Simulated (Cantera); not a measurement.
Input (Python, Cantera):

```python
import numpy as np
import cantera as ct

gas = ct.Solution("gri30.yaml")
gas.TPX = 423, 650000, {'CO': 1, 'H2': 0.61, 'CH4': 0.051, 'O2': 0.648, 'N2': 2.44, 'H2O': 0.9}
inlet = ct.Reservoir(gas, clone=True)
gas.equilibrate("HP")  # start burning
reactor = ct.IdealGasConstPressureReactor(gas, energy="on", clone=False)
exhaust = ct.Reservoir(gas, clone=True)
tau = [0.02, 0.0093, 0.0042, 0.0019, 0.00086, 0.00039, 0.00018, 8e-05, 3.6e-05][0]
for a, b in ((inlet, reactor), (reactor, exhaust)):
    ct.MassFlowController(a, b, mdot=lambda t: reactor.mass / tau)
net = ct.ReactorNet([reactor])
show = ['CO', 'H2', 'CH4', 'NO', 'C2H6']

rows = []
print(f"{'tau/s':>10s}{'T/K':>9s}" + "".join(f"{s:>11s}" for s in show))
for tau in [0.02, 0.0093, 0.0042, 0.0019, 0.00086, 0.00039, 0.00018, 8e-05, 3.6e-05]:
    net.initial_time = 0.0
    net.advance(30 * tau)
    before = gas.X
    net.advance(40 * tau)
    drift = np.max(np.abs(gas.X - before) / (gas.X + 1e-9))
    rows.append([gas.T, *gas[show].X, drift])
    print(f"{tau:10.3e}{gas.T:9.1f}" + "".join(f"{x:11.3e}" for x in gas[show].X))
```

Output:

```
     tau/s      T/K         CO         H2        CH4         NO       C2H6
 2.000e-02   2069.0  7.095e-02  3.077e-02  6.876e-06  2.624e-05  6.633e-11
 9.300e-03   2065.2  7.107e-02  3.080e-02  8.159e-06  2.828e-05  1.175e-10
 4.200e-03   2059.2  7.129e-02  3.085e-02  9.940e-06  3.034e-05  2.004e-10
 1.900e-03   2050.3  7.168e-02  3.094e-02  1.264e-05  3.167e-05  3.322e-10
 8.600e-04   2036.9  7.235e-02  3.110e-02  1.698e-05  3.175e-05  5.497e-10
 3.900e-04   2016.8  7.349e-02  3.134e-02  2.423e-05  3.035e-05  9.311e-10
 1.800e-04   1987.7  7.541e-02  3.166e-02  3.670e-05  2.751e-05  1.651e-09
 8.000e-05   1942.5  7.892e-02  3.201e-02  6.195e-05  2.315e-05  3.380e-09
 3.600e-05   1876.0  8.540e-02  3.203e-02  1.176e-04  1.756e-05  8.466e-09
```

Computed with Cantera and GRI-Mech 3.0 (53 species, 325 reactions).
